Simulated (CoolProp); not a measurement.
Dodecamethylcyclohexasiloxane (D6) along the isobar 7.97 bar: Z from the reference equation and from simpler models built on Tc = 372.6 °C, pc = 9.614 bar, ω = 0.736; each cubic takes its own stable root.

Model: reference Helmholtz-energy equation of state, Colonna 2008, in CoolProp. It is a short technical equation, of lower accuracy than the large ones.

```csv
T (°C),phase,reference,van der Waals,Redlich-Kwong,Soave-Redlich-Kwong,Peng-Robinson
279.45,liquid,0.1169,0.1945,0.1412,0.1260,0.1115
283.95,liquid,0.1173,0.1949,0.1420,0.1266,0.1120
288.45,liquid,0.1178,0.1955,0.1428,0.1273,0.1126
292.95,liquid,0.1183,0.1962,0.1437,0.1280,0.1133
297.45,liquid,0.1189,0.1970,0.1447,0.1289,0.1141
301.95,liquid,0.1195,0.1980,0.1459,0.1299,0.1150
306.45,liquid,0.1203,0.1992,0.1473,0.1311,0.1160
310.85,liquid,0.1212,0.2006,0.1487,0.1324,0.1172
315.35,liquid,0.1222,0.2022,0.1505,0.1339,0.1186
319.85,liquid,0.1233,0.2042,0.1524,0.1356,0.1202
324.35,liquid,0.1247,0.2066,0.1547,0.1377,0.1220
328.85,liquid,0.1262,0.2095,0.1574,0.1400,0.1241
333.35,liquid,0.1280,0.2131,0.1606,0.1427,0.1266
337.85,liquid,0.1301,0.2178,0.1644,0.1460,0.1296
342.35,liquid,0.1326,0.2243,0.1692,0.1499,0.1333
346.85,liquid,0.1356,0.5639,0.1755,0.1549,0.1378
```

At some of these states van der Waals gives the other phase, because its saturation line lies elsewhere.
